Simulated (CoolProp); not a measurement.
Saturation properties of n-perfluoropentane.

Values from CoolProp's reference Helmholtz-energy equation of state, Gao 2022.

| T (K) | p (bar) | liquid density (kg/m³) | liquid cp (kJ/(kg K)) |
|---|---|---|---|
| 309.8 | … | 1566 | 1.071 |
| 318.3 | 1.750 | 1536 | … |
| 326.8 | 2.285 | 1504 | 1.107 |
| 335.2 | 2.930 | … | … |
| 343.7 | 3.714 | 1438 | … |
| 352.2 | 4.648 | 1401 | 1.168 |
| 360.7 | 5.750 | 1362 | 1.192 |
| 369.1 | … | 1319 | 1.221 |
| 377.6 | 8.517 | 1272 | 1.258 |
| 386.1 | … | 1219 | 1.308 |
| 394.6 | 12.24 | 1158 | 1.384 |
| 403 | 14.50 | 1083 | 1.521 |
| 411.5 | 17.14 | … | 1.906 |

### Question
Some entries are withheld; supply them.

### Answer

- 309.8, p (bar): 1.316
- 318.3, liquid cp (kJ/(kg K)): 1.089
- 335.2, liquid density (kg/m³): 1472
- 335.2, liquid cp (kJ/(kg K)): 1.125
- 343.7, liquid cp (kJ/(kg K)): 1.146
- 369.1, p (bar): 7.022
- 386.1, p (bar): 10.25
- 411.5, liquid density (kg/m³): 980.8

It boils at 302.5 K under 1 atm.
